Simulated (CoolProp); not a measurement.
Saturated liquid density (kg/m³) of fluorine: the reference equation beside estimates from Tc = -128.7 °C, pc = 5240 kPa, ω = 0.045. Rackett uses Z = 0.29056 − 0.08775 ω.

Computed with CoolProp (reference Helmholtz-energy equation of state, de Reuck 1990).

```csv
T (°C),reference,Rackett,van der Waals,Redlich-Kwong,Soave-Redlich-Kwong,Peng-Robinson
-161.65,1292,1312,882.3,1258,1257,1425
-157.95,1256,1277,856.9,___,___,1375
-154.35,1220,1240,830.4,1164,___,1322
-150.65,1180,1199,801.1,1111,1115,1263
-147.05,1137,1156,770.0,1055,1059,1199
-143.35,1088,1107,734.5,991.7,996.5,1126
-139.75,___,1053,695.3,922.1,927.0,___
-136.15,___,987.7,___,840.8,845.5,948.6
-132.45,868.9,___,587.6,735.0,738.6,822.4
```

Question: Some entries are withheld; supply them.

Answer: 
- -157.95, Redlich-Kwong: 1212
- -157.95, Soave-Redlich-Kwong: 1213
- -154.35, Soave-Redlich-Kwong: 1166
- -139.75, reference: 1032
- -139.75, Peng-Robinson: 1045
- -136.15, reference: 964.1
- -136.15, van der Waals: 649.1
- -132.45, Rackett: 897.4

Absolute difference from the reference over all 9 rows, mean and median: Rackett 2.0 and 1.7 %, van der Waals 32.2 and 32.3 %, Redlich-Kwong 7.9 and 7.2 %, Soave-Redlich-Kwong 7.6 and 6.9 %, Peng-Robinson 5.8 and 5.5 %.
